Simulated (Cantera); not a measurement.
An isothermal, constant-pressure homogeneous reactor starts with CH₄ : O₂ : N₂ = 0.014 : 0.0052 : 1 (molar parts), at 1150 K and 1.01 bar. Integrator tolerance rtol = 1e-08.

Computed with Cantera and GRI-Mech 3.0 (53 species, 325 reactions). GRI-Mech 3.0 stops at C3 and has no aromatics, soot or wall deposition, so with more carbon than oxygen in the feed, carbon stays in small species such as C2H2 where larger ones or solid carbon would form.

**Question.** What does this change do: N2 1 to 0.14 parts?

**Answer.** 
```csv
quantity,before,after
x(CH₄) at 80.0 s,0.00790 (gas-phase equilibrium 0.00188),0.0527 (gas-phase equilibrium 0.0193)
x(O₂) at 80.0 s,6.47e-5 (gas-phase equilibrium <1e-12),1.38e-6 (gas-phase equilibrium <1e-12)
x(CH₂CO) at 80.0 s,2.97e-6 (gas-phase equilibrium 4.11e-10),2.64e-7 (gas-phase equilibrium 4.65e-9)
x(C₂H₆) at 80.0 s,6.55e-6 (gas-phase equilibrium 8.77e-8),1.54e-5 (gas-phase equilibrium 1.72e-6)
x(H) at 80.0 s,7.60e-9 (gas-phase equilibrium 1.12e-8),7.15e-9 (gas-phase equilibrium 2.59e-8)
x(HCN) at 80.0 s,2.52e-11 (gas-phase equilibrium 0.00152),2.28e-11 (gas-phase equilibrium 0.00114)
```
The temperature is held fixed by assumption; the heat of reaction is taken as removed at once.
